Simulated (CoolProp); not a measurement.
Properties of R1234yf at several states.

Values from CoolProp's reference Helmholtz-energy equation of state, Lemmon 2022.

```json
[
 {"T (K)": "407.9", "p (MPa)": "14.8", "phase": "supercritical", "cp (kJ/(kg K))": "1.529", "cv (kJ/(kg K))": "1.074", "speed of sound (m/s)": "301.7", "expansivity (1/kK)": "4.174", "conductivity (mW/(m K))": "53.8"},
 {"T (K)": "388.8", "p (MPa)": "0.37", "phase": "gas", "cp (kJ/(kg K))": "1.070", "cv (kJ/(kg K))": "0.9837", "speed of sound (m/s)": "169.8", "expansivity (1/kK)": "2.884", "conductivity (mW/(m K))": "21.6"},
 {"T (K)": "364.8", "p (MPa)": "0.353", "phase": "gas", "cp (kJ/(kg K))": "1.035", "cv (kJ/(kg K))": "0.9464", "speed of sound (m/s)": "163.8", "expansivity (1/kK)": "3.139", "conductivity (mW/(m K))": "19.5"}
]
```

Thermal conductivity comes from a separate model (Perkins 2011).
